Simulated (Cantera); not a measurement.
A closed system holds: 1 mol HMDSO, 5.3 mol N₂O, 2.7 mol N₂, held at 1573 K and 75.0 Torr.

Method: chemical equilibrium by Gibbs-energy minimisation in Cantera with the NASA 1993 tables (ideal gas, pure condensed phases). Candidate condensed phases: C, C₆H₆, C₇H₈, C₈H₁₈, H₂O, Si, SiC, SiO₂, Si₂N₂O, Si₃N₄; 151 gas species. The feed counts by its element totals alone. Kinetics and transport are ignored.

Q: What is the equilibrium state?

A: 
| Quantity | Result |
|---|---|
| x(H₂) | 0.422 |
| x(N₂) | 0.328 |
| x(CO) | 0.249 |
| x(HCN) | 0.000643 |
| x(SiO) | 0.000135 |
| x(H) | 8.35e-5 |
| x(CH₄) | 3.27e-5 |
| x(HNC) | 1.36e-5 |
| x(H₂O) | 1.09e-5 |
| n(C(graphite)) | 0.687 mol |
| n(Si₂N₂O(s)) | 0.999 mol |
| gas amount | 21.30 mol |
| log10 activity of Si(s) (absent) | -2.70 |
